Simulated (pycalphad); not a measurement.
Source of the numbers: pycalphad with the COST 507 light-alloy database (1999); pressure 1 atm. The database dates from 1999; later assessments differ in places, in temperatures and in the compounds included. Amounts are mole fractions of atoms.

Task: Give the equilibrium state of Si-43.2Ti (at.%) at 1840 K.

Result: 
```
T = 1840.00 K, P = 101325 Pa, N = 1 mol of atoms
G = -157282 J/mol, H = 2729 J/mol, S = 86.96 J/(mol K)  (SER reference)
chemical potentials (J/mol): Si -112722, Ti -215872
phase             fraction      x(Si)      x(Ti)
LIQUID              0.6446     0.6055     0.3945
SITI                0.3554     0.5000     0.5000
```

Task: Give the equilibrium state of Si-43.2Ti (at.%) at 1480 K.

Result: 
```
T = 1480.00 K, P = 101325 Pa, N = 1 mol of atoms
G = -131539 J/mol, H = -36391 J/mol, S = 64.29 J/(mol K)  (SER reference)
chemical potentials (J/mol): Si -80346, Ti -198848
phase             fraction      x(Si)      x(Ti)
SITI                0.5920     0.5000     0.5000
SI2TI               0.4080     0.6667     0.3333
```

Database names, with the compositions (at.%) that they take in these runs: SITI: Si 50 Ti 50; SI2TI: Si 67 Ti 33.
